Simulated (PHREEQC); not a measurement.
A solution holds 0.029 mol AgF, 0.0043 mol NaCl and 0.0086 mol Cu(NO3)2 per kg of water, at 90 °C. Closed to the air; pH follows from the charge balance.

All values are PHREEQC results (ion-association model, wateq4f.dat), not measurements.

The pH is 4.90. The ionic strength is 0.0489 mol/kgw.

```json
[
 {"species": "F-", "molality": "0.0252", "activity": "0.0199", "log γ": "-0.102"},
 {"species": "Ag+", "molality": "0.0246", "activity": "0.0197", "log γ": "-0.097"},
 {"species": "NO3-", "molality": "0.0171", "activity": "0.0134", "log γ": "-0.106"},
 {"species": "Cu+2", "molality": "0.00533", "activity": "0.00234", "log γ": "-0.357"},
 {"species": "Na+", "molality": "0.00426", "activity": "0.00342", "log γ": "-0.096"},
 {"species": "AgCl", "molality": "0.00382", "activity": "0.00386", "log γ": "0.005"},
 {"species": "CuF+", "molality": "0.00173", "activity": "0.00139", "log γ": "-0.097"},
 {"species": "HF", "molality": "0.00135", "activity": "0.00137", "log γ": "0.005"},
 {"species": "Cu2(OH)2+2", "molality": "0.000754", "activity": "0.000308", "log γ": "-0.389"},
 {"species": "AgF", "molality": "0.000377", "activity": "0.000381", "log γ": "0.005"},
 {"species": "Cl-", "molality": "0.000300", "activity": "0.000237", "log γ": "-0.102"},
 {"species": "HF2-", "molality": "0.000143", "activity": "0.000113", "log γ": "-0.102"},
 {"species": "AgNO3", "molality": "0.000133", "activity": "0.000135", "log γ": "0.005"},
 {"species": "AgCl2-", "molality": "7.85e-5", "activity": "6.27e-5", "log γ": "-0.097"}
]
```

This is a speciation only: nothing precipitates in the calculation. Examples of supersaturated solids here: Cerargyrite, Cu(OH)2. Others may be too. Away from 25 °C the constants follow the database's enthalpies or fits; those with neither stay at their 25 °C values.
